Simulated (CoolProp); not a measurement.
c-C4F8 (RC318) at 293.15 K and 16.6 MPa flows at 0.51 m/s in a round tube of 20 mm bore and 1.5 µm roughness, fully developed (64/Re and Nu = 3.66 if laminar; Colebrook and Gnielinski if turbulent). Each further row changes one setting.

The numbers come from the reference Helmholtz-energy equation of state, Platzer 1990 in CoolProp. This equation is an older, rougher fit; its heat capacities, sound speeds and derivatives of the liquid may be far off and weren't checked against measurements.

```tsv
case	Reynolds number	Darcy friction factor	pressure drop (Pa/m)	heat-transfer coefficient (W/(m² K))	mass flow (kg/h)
as stated	29900	0.0237	247	822	923
velocity 1.02 m/s	59700	0.0204	848	1510	1850
diameter 40 mm	59700	0.0202	105	752	3690
```

Viscosity comes from a separate model (Huber 2003), an estimate that may be off by 10 % or more. Thermal conductivity comes from a separate model (Huber 2003), an estimate that may be off by 10 % or more.
